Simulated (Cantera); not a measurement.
# Adiabatic ignition

An adiabatic, constant-pressure homogeneous reactor starts with 11.0 % CH4, 1.10 % C2H6, 17.3 % O2, 65.1 % N2, 5.41 % CO2, equivalence ratio 1.5, at 1125 K and 1000000 Pa.

Model: GRI-Mech 3.0 (53 species, 325 reactions), integrated in Cantera.

```json
[
 {"t (s)": "2.00e-6", "T (K)": "1125", "x CH4": "0.110", "x C2H6": "0.0110", "x O2": "0.173", "x H": "1.11e-12", "x CO2": "0.0541", "x NO": "<1e-12", "x CH2O": "5.91e-11"},
 {"t (s)": "5.41e-6", "T (K)": "1125", "x CH4": "0.110", "x C2H6": "0.0110", "x O2": "0.173", "x H": "2.30e-12", "x CO2": "0.0541", "x NO": "<1e-12", "x CH2O": "4.29e-10"},
 {"t (s)": "1.46e-5", "T (K)": "1125", "x CH4": "0.110", "x C2H6": "0.0110", "x O2": "0.173", "x H": "5.58e-12", "x CO2": "0.0541", "x NO": "<1e-12", "x CH2O": "3.05e-9"},
 {"t (s)": "3.95e-5", "T (K)": "1125", "x CH4": "0.110", "x C2H6": "0.0110", "x O2": "0.173", "x H": "1.53e-11", "x CO2": "0.0541", "x NO": "<1e-12", "x CH2O": "2.11e-8"},
 {"t (s)": "0.000107", "T (K)": "1125", "x CH4": "0.110", "x C2H6": "0.0110", "x O2": "0.173", "x H": "5.35e-11", "x CO2": "0.0541", "x NO": "<1e-12", "x CH2O": "1.44e-7"},
 {"t (s)": "0.000288", "T (K)": "1125", "x CH4": "0.110", "x C2H6": "0.0110", "x O2": "0.173", "x H": "3.57e-10", "x CO2": "0.0541", "x NO": "<1e-12", "x CH2O": "1.35e-6"},
 {"t (s)": "0.000780", "T (K)": "1125", "x CH4": "0.110", "x C2H6": "0.0110", "x O2": "0.173", "x H": "7.78e-9", "x CO2": "0.0541", "x NO": "<1e-12", "x CH2O": "4.27e-5"},
 {"t (s)": "0.00211", "T (K)": "1146", "x CH4": "0.107", "x C2H6": "0.00973", "x O2": "0.170", "x H": "2.32e-7", "x CO2": "0.0541", "x NO": "<1e-12", "x CH2O": "0.00190"},
 {"t (s)": "0.00570", "T (K)": "2447", "x CH4": "3.05e-11", "x C2H6": "<1e-12", "x O2": "2.72e-5", "x H": "0.00142", "x CO2": "0.0636", "x NO": "0.000151", "x CH2O": "2.17e-8"},
 {"t (s)": "0.0154", "T (K)": "2447", "x CH4": "3.07e-11", "x C2H6": "<1e-12", "x O2": "2.71e-5", "x H": "0.00142", "x CO2": "0.0636", "x NO": "0.000205", "x CH2O": "2.17e-8"},
 {"t (s)": "0.0416", "T (K)": "2447", "x CH4": "3.07e-11", "x C2H6": "<1e-12", "x O2": "2.71e-5", "x H": "0.00142", "x CO2": "0.0636", "x NO": "0.000207", "x CH2O": "2.17e-8"},
 {"t (s)": "0.112", "T (K)": "2447", "x CH4": "3.07e-11", "x C2H6": "<1e-12", "x O2": "2.71e-5", "x H": "0.00142", "x CO2": "0.0636", "x NO": "0.000207", "x CH2O": "2.17e-8"},
 {"t (s)": "0.304", "T (K)": "2447", "x CH4": "3.07e-11", "x C2H6": "<1e-12", "x O2": "2.71e-5", "x H": "0.00142", "x CO2": "0.0636", "x NO": "0.000207", "x CH2O": "2.17e-8"},
 {"t (s)": "0.821", "T (K)": "2447", "x CH4": "3.07e-11", "x C2H6": "<1e-12", "x O2": "2.71e-5", "x H": "0.00142", "x CO2": "0.0636", "x NO": "0.000207", "x CH2O": "2.17e-8"},
 {"t (s)": "2.22", "T (K)": "2447", "x CH4": "3.07e-11", "x C2H6": "<1e-12", "x O2": "2.71e-5", "x H": "0.00142", "x CO2": "0.0636", "x NO": "0.000207", "x CH2O": "2.17e-8"},
 {"t (s)": "6.00", "T (K)": "2447", "x CH4": "3.07e-11", "x C2H6": "<1e-12", "x O2": "2.71e-5", "x H": "0.00142", "x CO2": "0.0636", "x NO": "0.000207", "x CH2O": "2.17e-8"}
]
```
x: mole fraction; the columns are a selection and need not sum to one.

```
Quantity                                                               Value
---------------------------------  -----------------------------------------
time of steepest temperature rise                                    2.62 ms
temperature at 6.00 s                                                 2447 K
equilibrium temperature                                               2447 K
x(CH4) at 6.00 s                   3.07e-11 (gas-phase equilibrium 3.43e-11)
x(C2H6) at 6.00 s                      <1e-12 (gas-phase equilibrium <1e-12)
x(O2) at 6.00 s                      2.71e-5 (gas-phase equilibrium 2.71e-5)
```
